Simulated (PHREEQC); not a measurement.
A solution holds 0.19 mol CdSO4 and 0.024 mol Na2SO4 per kg of water, at 20 °C. It is in equilibrium with CO2 at log p = -3.5 (atm). Otherwise closed; pH follows from the charge balance.

All values are PHREEQC results (ion-association model, phreeqc.dat), not measurements.

Precipitation was switched off in this run.

Problem. Estimate the pH, density, ionic strength.

Solution. pH 5.62; density 1.040 g/cm³; ionic strength 0.369 mol/kgw.

Problem. In which forms is S present?

Solution. Cd(SO4)2-2 38 %, CdSO4 34 %, SO4-2 26 %, NaSO4- 1.4 % of the S.
